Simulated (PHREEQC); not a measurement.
**Polishing slurry liquid (model solution)**

Consider water at 50 °C with 65 mmol/kgw K2CO3, 0.073 mmol/kgw Fe(NO3)3 and 0.14 mmol/kgw H3BO3. Closed to the air; pH follows from the charge balance.

All values are PHREEQC results (ion-association model, phreeqc.dat), not measurements.

Each row changes one thing in this solution. No solid was allowed to form.

```csv
case,pH,ionic strength (mol/kgw),H3BO3 (mol/kgw)
as made,10.81,0.190,1.71e-6
Fe(NO3)3 from 7.3e-05 to 0.00011 mol/kgw,10.81,0.189,(withheld)
K2CO3 left out,3.88,0.000230,0.000140
temperature from 50 to 15 °C,(withheld),(withheld),6.93e-7
H3BO3 from 0.00014 to 7e-05 mol/kgw,10.82,0.190,8.47e-7
Fe(NO3)3 replaced by LiNO3 at the same molality,10.83,0.190,1.66e-6
Fe(NO3)3 replaced by Pb(NO3)2 at the same molality,10.83,0.190,1.66e-6
```

### Question
What belongs in the gaps?

### Answer

- Fe(NO3)3 from 7.3e-05 to 0.00011 mol/kgw, H3BO3 (mol/kgw): 1.73e-6
- temperature from 50 to 15 °C, pH: 11.48
- temperature from 50 to 15 °C, ionic strength (mol/kgw): 0.193

Complexes and solids missing from the database can't appear. Some of these states are supersaturated (in Hematite (slow to form), Goethite (slow to form), Pb(OH)2, for instance). Away from 25 °C the constants follow the database's enthalpies or fits; those with neither stay at their 25 °C values.
